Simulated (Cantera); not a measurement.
A closed system holds: 1 mol Al, 6.9 mol HCl, equilibrated at 848 K and 100 Torr.

Equilibrium computed with Cantera from the NASA thermochemical tables; the gas is ideal and each condensed phase is pure. Candidate condensed phases: Al, AlCl3; 12 gas species. Rates play no part.

Base state: HCl 0.612, H2 0.235, AlCl3 0.150, Al2Cl6 0.00365 (mole fractions); condensed: gas only.

### Question
What changes in the equilibrium state with this change: pressure from 100 Torr to 203 Torr?

### Answer
```csv
species,before,after
HCl,0.612,0.614
H2,0.235,0.236
AlCl3,0.150,0.144
Al2Cl6,0.00365,0.00682
```
